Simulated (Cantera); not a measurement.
**Catalytic combustion on Pt**

An isothermal plug-flow reactor at 1300 K and 5.00 bar (inlet), inlet velocity 1.2 m/s, active area per volume 360 1/m; feed CH4 : O2 : N2 : H2O = 0.0041 : 0.024 : 0.79 : 0.025 (molar parts).

Cantera simulation using Deutschmann's 1995 Pt surface mechanism with GRI-Mech 3.0 gas chemistry; the numbers are that mechanism's predictions, not measurements. Catalytic surfaces can have several steady states; this one follows from the mechanism file's or the stated starting coverage. Mass transfer to the wall is taken as infinitely fast.

```json
[
 {"z (m)": "0.00087", "x CH4": "0.00394", "x O2": "0.0268", "x H2O": "0.0313", "x CO2": "0.000789", "x CO": "8.19e-6", "θ free Pt": "0.508", "θ O*": "0.488", "θ OH*": "0.00392"},
 {"z (m)": "0.0017", "x CH4": "0.00318", "x O2": "0.0255", "x H2O": "0.0327", "x CO2": "0.00143", "x CO": "7.59e-6", "θ free Pt": "0.511", "θ O*": "0.485", "θ OH*": "0.00400"},
 {"z (m)": "0.0032", "x CH4": "0.00204", "x O2": "0.0235", "x H2O": "0.0347", "x CO2": "0.00237", "x CO": "8.85e-6", "θ free Pt": "0.515", "θ O*": "0.480", "θ OH*": "0.00412"},
 {"z (m)": "0.0062", "x CH4": "0.000624", "x O2": "0.0206", "x H2O": "0.0376", "x CO2": "0.00377", "x CO": "8.35e-6", "θ free Pt": "0.522", "θ O*": "0.473", "θ OH*": "0.00428"},
 {"z (m)": "0.012", "x CH4": "5.09e-5", "x O2": "0.0191", "x H2O": "0.0391", "x CO2": "0.00463", "x CO": "1.43e-6", "θ free Pt": "0.526", "θ O*": "0.469", "θ OH*": "0.00436"},
 {"z (m)": "0.023", "x CH4": "5.88e-7", "x O2": "0.0188", "x H2O": "0.0393", "x CO2": "0.00479", "x CO": "1.10e-7", "θ free Pt": "0.527", "θ O*": "0.468", "θ OH*": "0.00437"},
 {"z (m)": "0.045", "x CH4": "9.95e-9", "x O2": "0.0188", "x H2O": "0.0394", "x CO2": "0.00482", "x CO": "2.71e-8", "θ free Pt": "0.527", "θ O*": "0.468", "θ OH*": "0.00437"},
 {"z (m)": "0.087", "x CH4": "3.43e-9", "x O2": "0.0188", "x H2O": "0.0394", "x CO2": "0.00484", "x CO": "9.42e-9", "θ free Pt": "0.527", "θ O*": "0.468", "θ OH*": "0.00437"}
]
```
x: gas mole fraction; θ: surface coverage.
